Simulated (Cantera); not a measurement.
Charge: 1 mol (CH3)2SiCl2, 0.006 mol C2H4, 840 mol H2, at 0.133 bar.

Method: chemical equilibrium by Gibbs-energy minimisation in Cantera with the NASA 1993 tables (ideal gas, pure condensed phases). Candidate condensed phases: C, C6H6, C7H8, C8H18, Si, SiC; 109 gas species. The feed counts by its element totals alone. Kinetics and transport are ignored.

Over these rows the condensed part is C(graphite) + SiC(s). Partial pressures as log10 of bar:

```
T (K)  1000/T (1/K)  log p C2H2 (acetylene)  log p H2
-----  ------------  ----------------------  --------
1348         0.7418                   -6.80     -0.88
1448         0.6906                   -6.20     -0.88
1548         0.6460                   -5.68     -0.88
1648         0.6068                   -5.23     -0.88
1748         0.5721                       ?     -0.88
1848         0.5411                   -4.47     -0.88
```

Task: Fit log p(C2H2 (acetylene)) = a + b·(1000/T) to the five rows, give the apparent enthalpy, and predict the row at 1748 K.

Result: Means: 1000/T = 0.6453, log p = -5.676. Sxy = -0.275042, Sxx = 0.0237047, so b = -11.60 and a = -5.676 − (-11.60)×0.6453 = 1.81.
Apparent enthalpy: −19.145 × (-11.60) = 222 kJ/mol. With the condensed phases at unit activity, 2 C(graphite) + H2(g) = C2H2 (acetylene)(g) links this pressure to the main gases: over the six rows their terms move log p by +0.00 in all, so the slope is close to that reaction's ΔH°. The five rows lie within 0.01 of the line.
Prediction at 1748 K: 1.81 + (-11.60)×0.5721 = -4.83. The computed value is -4.82, 0.01 from the line.
